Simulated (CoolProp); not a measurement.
Vapour-liquid equilibrium of CH2F2 (R32) (1) + n-butane (2) at 9.42 bar; x and y are mole fractions of (1).

Computed with CoolProp (multi-fluid Helmholtz-energy mixture model, Tillner-Roth 1997 and Bücker 2006; pair parameters Bell 2016).

```tsv
x	bubble temperature, mixture model (K)	bubble temperature, Raoult's law (K)	y, mixture model	y, Raoult's law
0.05	325.5	340.0	(withheld)	0.242
0.2	(withheld)	319.7	0.791	0.616
0.35	(withheld)	306.6	0.847	0.783
0.5	(withheld)	297.2	(withheld)	0.875
0.65	(withheld)	290.0	(withheld)	0.930
0.8	278.6	284.1	(withheld)	0.967
0.95	277.7	279.3	0.952	0.993
```

Q: Complete the blanks.

A: 
- 0.05, y, mixture model: 0.413
- 0.2, bubble temperature, mixture model (K): 290.3
- 0.35, bubble temperature, mixture model (K): 282.3
- 0.5, bubble temperature, mixture model (K): 280.4
- 0.5, y, mixture model: 0.861
- 0.65, bubble temperature, mixture model (K): 279.6
- 0.65, y, mixture model: 0.869
- 0.8, y, mixture model: 0.888

The largest gap from Raoult's law is -29.4 K in bubble temperature, at x = 0.2. No azeotrope shows between x = 0.05 and 0.95.

Pair parameters are fitted to limited data, so mixtures are less certain than the pure fluids. With so large a gap from Raoult's law the liquid may split in two, which this calculation doesn't test in full.
